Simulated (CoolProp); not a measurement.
Carbon dioxide along the isotherm 44.05 °C: fugacity coefficient from the reference equation and from simpler models built on Tc = 31.0 °C, pc = 7.377 MPa, ω = 0.224; each cubic takes its own stable root.

Computed with CoolProp (reference Helmholtz-energy equation of state, Span 1996).

| p (MPa) | phase | reference |
|---|---|---|
| 0.233 | gas | 0.9906 |
| 0.342 | gas | 0.9862 |
| 0.503 | gas | 0.9798 |
| 0.738 | gas | 0.9703 |
| 1.08 | gas | 0.9567 |
| 1.59 | gas | 0.9365 |
| 2.33 | gas | 0.9074 |
| 3.42 | gas | 0.8650 |
| 5.03 | gas | 0.8032 |
| 7.38 | supercritical | 0.7130 |
| 10.8 | supercritical | 0.5748 |
| 15.9 | supercritical | 0.4407 |
| 23.3 | supercritical | 0.3502 |
| 34.2 | supercritical | 0.2931 |
| 50.3 | supercritical | 0.2644 |
| 73.8 | supercritical | 0.2653 |

Problem. How far does each simpler model (van der Waals, Peng-Robinson) lie from the reference over these 16 states: mean and median of the absolute difference, and the worst?

Solution. 
- van der Waals: mean 8.4 %, median 1.7 %, worst +51.5 % at 44.05 °C and 73.8 MPa
- Peng-Robinson: mean 1.5 %, median 1.4 %, worst -4.6 % at 44.05 °C and 73.8 MPa
